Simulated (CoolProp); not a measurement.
Vapour-liquid equilibrium of R143a (1) + isobutene (2) at 6.68 bar; x and y are mole fractions of (1).

Values from CoolProp's multi-fluid Helmholtz-energy mixture model, Lemmon and Jacobsen 2000 and Lemmon 2005; pair parameters Bell 2016.

**Question.** Give the bubble temperature and the first vapour's composition at x = 0.05, 0.2, 0.35. Is there an azeotrope?

**Answer.** x = 0.05: 43.9 °C, y = 0.227; x = 0.2: 26.4 °C, y = 0.562; x = 0.35: 17.9 °C, y = 0.697. No azeotrope shows between x = 0.05 and 0.95.

The pair parameters rest on a limited set of measurements; away from them the model extrapolates.
